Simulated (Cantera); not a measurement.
**Premixed flame**

A freely propagating, adiabatic, planar premixed flame of CO : H2 : O2 : N2 = 1 : 0.28 : 0.492 : 1.85 (molar parts), equivalence ratio 1.3, unburnt at 675 K and 1.00 bar; unity-Lewis-number transport, grid criteria slope 0.08 and curve 0.16, no radiation.

Computed with Cantera and GRI-Mech 3.0 (53 species, 325 reactions). Unity Lewis numbers drop preferential diffusion, which matters most where H2 and H carry the flame. Burning velocities carry a grid error of a few per cent, more on coarse grids.

```tsv
z (mm)	T (K)	u (m/s)	x CO	x H2	x O2	x O	x HO2	x OH
-1.56	675	2.62	0.276	0.0773	0.136	<1e-8	<1e-8	<1e-8
-1.04	675	2.62	0.276	0.0773	0.136	<1e-8	1.15e-8	<1e-8
-0.782	675	2.62	0.276	0.0773	0.136	<1e-8	8.81e-8	<1e-8
-0.521	675	2.62	0.276	0.0773	0.136	<1e-8	1.24e-6	<1e-8
-0.261	690	2.68	0.275	0.0765	0.135	4.72e-6	5.45e-5	6.43e-7
-0.130	843	3.24	0.268	0.0668	0.126	0.000340	0.000137	0.000200
0	1274	4.77	0.231	0.0252	0.0857	0.00790	4.70e-5	0.00280
0.130	1574	5.79	0.185	0.00999	0.0515	0.0178	1.87e-5	0.00596
0.261	1737	6.32	0.161	0.0111	0.0388	0.0186	1.12e-5	0.00796
0.521	1909	6.86	0.148	0.0119	0.0316	0.0158	7.21e-6	0.00972
1.04	2076	7.36	0.142	0.0109	0.0274	0.0115	4.77e-6	0.0105
2.08	2232	7.81	0.134	0.00948	0.0226	0.00764	2.99e-6	0.0103
4.17	2368	8.20	0.125	0.00816	0.0173	0.00476	1.99e-6	0.00938
```
x: mole fraction of selected species; z is measured from the peak of heat release.

```
Quantity                     Value
------------------------  --------
laminar burning velocity  262 cm/s
thermal thickness         0.521 mm
peak x(O)                   0.0188
peak x(HO2)               0.000150
peak x(OH)                  0.0105
grid points                    153
```
